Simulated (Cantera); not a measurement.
Si₃N₄ + N₂ (sublimation and decomposition of ceramics)

Feed: 1 mol Si₃N₄, 1.6 mol N₂, at 1 atm.

Method: chemical equilibrium by Gibbs-energy minimisation in Cantera with the NASA 1993 tables (ideal gas, pure condensed phases). Candidate condensed phases: Si, Si₃N₄; 7 gas species. The tables' values for SiN are old estimates; treat these amounts as uncertain. Rates play no part.

From 1602 °C to 1802 °C the condensed part is Si₃N₄(s). From 1902 °C to 2602 °C the condensed part is Si(l). The main Si-bearing gas is Si throughout.

```tsv
T (°C)	log p N₂	log p Si	log p SiN	log p Si₂	log p Si₂N	log p Si₃	log p N	n Si₃N₄(s)	n Si(l)
1602	0.01	-6.08	-6.52	-9.24	-7.38	-10.91	-9.88	1.000	0
1702	0.01	-5.11	-5.67	-7.75	-6.16	-9.03	-9.20	1.000	0
1802	0.01	-4.24	-4.90	-6.41	-5.06	-7.34	-8.59	1.000	0
1902	0.01	-3.54	-4.29	-5.36	-4.24	-6.06	-8.03	0	3.00
2002	0.01	-3.13	-3.96	-4.86	-3.94	-5.59	-7.53	0	3.00
2102	0.00	-2.75	-3.66	-4.41	-3.67	-5.15	-7.06	0	2.99
2202	0.00	-2.41	-3.38	-4.00	-3.43	-4.75	-6.63	0	2.98
2302	0.00	-2.09	-3.13	-3.61	-3.20	-4.39	-6.24	0	2.96
2402	0.00	-1.79	-2.90	-3.26	-3.00	-4.05	-5.88	0	2.92
2502	-0.01	-1.52	-2.68	-2.94	-2.81	-3.74	-5.54	0	2.86
2602	-0.02	-1.27	-2.49	-2.63	-2.64	-3.45	-5.23	0	2.74
```
log p: log10 of the partial pressure in bar; n: condensed amount in mol.
